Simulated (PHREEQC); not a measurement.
Synthetic water in mg/kgw, 25 °C, pH 8.78:

```json
[
 {"constituent": "Na", "mg/kgw": "2820"},
 {"constituent": "K", "mg/kgw": "412"},
 {"constituent": "Ca", "mg/kgw": "53.1"},
 {"constituent": "Mg", "mg/kgw": "512"},
 {"constituent": "Cl", "mg/kgw": "6440"},
 {"constituent": "S(6) as SO4", "mg/kgw": "218"},
 {"constituent": "Alkalinity as HCO3", "mg/kgw": "28.8"},
 {"constituent": "Si as SiO2", "mg/kgw": "11"}
]
```

Cl is adjusted to close the charge balance.
Valence states are taken as typed.

Model: Pitzer model, pitzer.dat, run in PHREEQC.

**Question.** The ionic strength comes out as 0.203 mol/kgw. What activity coefficients do Ca+2, MgOH+, CO3-2, SO4-2, Cl- get?

**Answer.** Ca+2 0.30, MgOH+ 0.92, CO3-2 0.20, SO4-2 0.19, Cl- 0.72. Single-ion values are on the MacInnes scale.

Precipitation was switched off in this run. The solution is supersaturated, for example in Magnesite (slow to form), so a real one may precipitate; this is no full list. Species that the database lacks are ignored.
